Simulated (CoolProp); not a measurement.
Saturated liquid density (kg/m³) of propane: the reference equation beside estimates from Tc = 369.9 K, pc = 4251 kPa, ω = 0.152. Rackett uses Z = 0.29056 − 0.08775 ω.

Computed with CoolProp (reference Helmholtz-energy equation of state, Lemmon 2009).

```
T (K)  reference  Rackett  van der Waals  Redlich-Kwong  Peng-Robinson
-----  ---------  -------  -------------  -------------  -------------
227.5      584.9      [?]          371.8          546.4            [?]
232.9      578.7    577.7            [?]          539.6          619.4
238.4      572.3    571.2          363.9          532.6          612.2
243.8        [?]    564.8          359.9            [?]          604.9
249.2      559.3    558.2          355.7          518.2            [?]
254.6      552.6    551.5          351.4          510.6          589.5
260        545.8    544.6          347.0            [?]          581.3
265.5      538.7    537.5          342.4          494.6          572.6
270.9      531.6    530.3          337.8          486.3          563.8
276.3      524.3    522.9          333.0          477.8          554.5
```

Task: Some entries are withheld; supply them.

Result: 
- 227.5, Rackett: 583.9
- 227.5, Peng-Robinson: 626.1
- 232.9, van der Waals: 368.0
- 243.8, reference: 565.9
- 243.8, Redlich-Kwong: 525.5
- 249.2, Peng-Robinson: 597.3
- 260, Redlich-Kwong: 502.8

Absolute difference from the reference over all 10 rows, mean and median: Rackett 0.2 and 0.2 %, van der Waals 36.4 and 36.4 %, Redlich-Kwong 7.6 and 7.5 %, Peng-Robinson 6.6 and 6.7 %.
